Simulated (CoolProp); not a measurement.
Vapour pressure (MPa) of R124: the reference equation beside estimates from Tc = 395.4 K, pc = 3.624 MPa, ω = 0.288. Clausius-Clapeyron is anchored at 312.1 K with a constant enthalpy of vaporisation of 18.84 kJ/mol.

The numbers come from the reference Helmholtz-energy equation of state, de Vries 1995 in CoolProp.

```
T (K)  reference  Clausius-Clapeyron  van der Waals  Redlich-Kwong  Soave-Redlich-Kwong  Peng-Robinson
-----  ---------  ------------------  -------------  -------------  -------------------  -------------
289.1     0.2865              0.3235         0.9037         0.4527               0.2871         0.2850
300.6     0.4125              0.4366          1.093         0.6129               0.4146         0.4102
312.1     0.5764              0.5764          1.305         0.8091               0.5809         0.5737
323.7     0.7869              0.7476          1.544          1.047               0.7950         0.7844
335.2      1.048              0.9505          1.807          1.327                1.061          1.046
346.7      1.368               1.189          2.095          1.653                1.387          1.369
358.2      1.756               1.467          2.411          2.029                1.781          1.761
369.7      2.222               1.786          2.754          2.458                2.252          2.232
```

Absolute difference from the reference over all 8 rows, mean and median: Clausius-Clapeyron 10.3 and 11.1 %, van der Waals 98.7 and 84.3 %, Redlich-Kwong 31.7 and 29.8 %, Soave-Redlich-Kwong 1.0 and 1.1 %, Peng-Robinson 0.4 and 0.4 %.
